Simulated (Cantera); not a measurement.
Input: 1 mol Ti(OiPr)4, a varied amount of O2, equilibrated at 1000 K and 0.100 bar.

Equilibrium computed with Cantera from the NASA thermochemical tables; the gas is ideal and each condensed phase is pure. Candidate condensed phases: C, C6H6, C7H8, C8H18, H2O, Ti, TiC, TiO, TiO2, Ti2O3, Ti3O5, Ti4O7; 113 gas species. The feed counts by its element totals alone. Rates play no part.

log p: log10 of the partial pressure in bar; n: condensed amount in mol.

```json
[
 {"n(O2) (mol)": "1.2", "log p H2": "-1.12", "log p CO": "-1.64", "log p CO2": "-3.52", "log p H2O": "-3.16", "log p CH4": "-3.26", "log p C2H4": "-8.47", "log p HCHO (formaldehyde)": "-9.02", "n C(graphite)": "?", "n TiO2(rutile)": "1.00"},
 {"n(O2) (mol)": "1.9", "log p H2": "-1.15", "log p CO": "-1.55", "log p CO2": "-3.35", "log p H2O": "-3.11", "log p CH4": "-3.33", "log p C2H4": "-8.54", "log p HCHO (formaldehyde)": "-8.96", "n C(graphite)": "?", "n TiO2(rutile)": "1.00"},
 {"n(O2) (mol)": "2.5", "log p H2": "-1.18", "log p CO": "-1.50", "log p CO2": "-3.24", "log p H2O": "-3.08", "log p CH4": "-3.38", "log p C2H4": "-8.59", "log p HCHO (formaldehyde)": "-8.93", "n C(graphite)": "?", "n TiO2(rutile)": "1.00"},
 {"n(O2) (mol)": "3.2", "log p H2": "-1.21", "log p CO": "-1.44", "log p CO2": "-3.14", "log p H2O": "-3.05", "log p CH4": "-3.43", "log p C2H4": "-8.64", "log p HCHO (formaldehyde)": "-8.91", "n C(graphite)": "?", "n TiO2(rutile)": "1.00"},
 {"n(O2) (mol)": "3.8", "log p H2": "-1.23", "log p CO": "-1.41", "log p CO2": "-3.07", "log p H2O": "-3.04", "log p CH4": "-3.48", "log p C2H4": "-8.69", "log p HCHO (formaldehyde)": "-8.89", "n C(graphite)": "?", "n TiO2(rutile)": "1.00"},
 {"n(O2) (mol)": "4.4", "log p H2": "-1.25", "log p CO": "-1.38", "log p CO2": "-3.01", "log p H2O": "-3.03", "log p CH4": "-3.52", "log p C2H4": "-8.73", "log p HCHO (formaldehyde)": "-8.89", "n C(graphite)": "?", "n TiO2(rutile)": "1.00"},
 {"n(O2) (mol)": "5.1", "log p H2": "-1.27", "log p CO": "-1.35", "log p CO2": "-2.95", "log p H2O": "-3.03", "log p CH4": "-3.57", "log p C2H4": "-8.78", "log p HCHO (formaldehyde)": "-8.88", "n C(graphite)": "?", "n TiO2(rutile)": "1.00"},
 {"n(O2) (mol)": "5.7", "log p H2": "-1.29", "log p CO": "-1.37", "log p CO2": "-2.52", "log p H2O": "-2.60", "log p CH4": "-4.05", "log p C2H4": "-9.71", "log p HCHO (formaldehyde)": "-8.91", "n C(graphite)": "?", "n TiO2(rutile)": "1.00"}
]
```

Q: What belongs in the gaps?

A: 
- 1.2, n C(graphite): 7.68
- 1.9, n C(graphite): 6.35
- 2.5, n C(graphite): 5.21
- 3.2, n C(graphite): 3.87
- 3.8, n C(graphite): 2.73
- 4.4, n C(graphite): 1.59
- 5.1, n C(graphite): 0.257
- 5.7, n C(graphite): 0
